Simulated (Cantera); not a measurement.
Charge: 1 mol SiH2Cl2, 11 mol NH3, 3.9 mol H2, held at 14.0 mbar.

These are equilibrium values from Cantera (NASA tables, ideal gas, pure condensed phases), not measurements of a reactor. Candidate condensed phases: NH4Cl, Si, Si3N4; 28 gas species. The tables' values for SiCl, SiCl3 are old estimates; treat these amounts as uncertain. Gases not in the tables: Si2H6 and higher silanes. Rates play no part. All values below are at 1525 °C.

Base state: H2 0.739, N2 0.197, HCl 0.0501, SiCl2 0.0105, H 0.00256, Si 0.000220, SiCl 0.000133, Cl 0.000133 (mole fractions); condensed: Si(l).

What changes in the equilibrium state with this change: H2 from 3.9 to 43 mol?


```tsv
species	before	after
H2	0.739	0.887
N2	0.197	0.0819
HCl	0.0501	0.0252
SiCl2	0.0105	0.00222
SiCl3	3.70e-5	3.59e-6
Cl	0.000133	6.10e-5
SiCl	0.000133	6.11e-5
SiH2	2.18e-5	2.62e-5
Si(l), mol	0.693	0.827
```
The tables' values for SiCl are old estimates; treat these amounts as uncertain.
